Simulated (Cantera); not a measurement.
Feed: 1 mol trisilylamine, 0.92 mol NH3, 0.31 mol N2, held at 1275 °C and 0.260 bar.

Cantera equilibrium calculation (NASA polynomials, part measured and part estimated; ideal gas, pure solids and liquids). Candidate condensed phases: Si, Si3N4; 18 gas species. The feed counts by its element totals alone. Mutual solubility and eutectic melting of coexisting phases are not modelled. Rates play no part.

Base state: H2 0.999, N2 0.000456, H 6.05e-5 (mole fractions); condensed: Si(s) + Si3N4(s).

What changes in the equilibrium state with this change: trisilylamine replaced by SiF4?


```json
[
 {"species": "H2", "before": "0.999", "after": "0.424"},
 {"species": "SiF4", "before": "0", "after": "0.298"},
 {"species": "N2", "before": "0.000456", "after": "0.243"},
 {"species": "HF", "before": "0", "after": "0.0181"},
 {"species": "SiF3", "before": "0", "after": "0.0127"},
 {"species": "SiHF3", "before": "0", "after": "0.00479"},
 {"species": "SiF2", "before": "0", "after": "0.000282"},
 {"species": "SiH2F2", "before": "0", "after": "3.48e-5"},
 {"species": "H", "before": "6.05e-5", "after": "3.94e-5"},
 {"species": "Si(s), mol", "before": "1.10", "after": "0"},
 {"species": "Si3N4(s), mol", "before": "0.634", "after": "0"}
]
```
The tables' values for SiF3, SiF2 are old estimates; treat these amounts as uncertain.
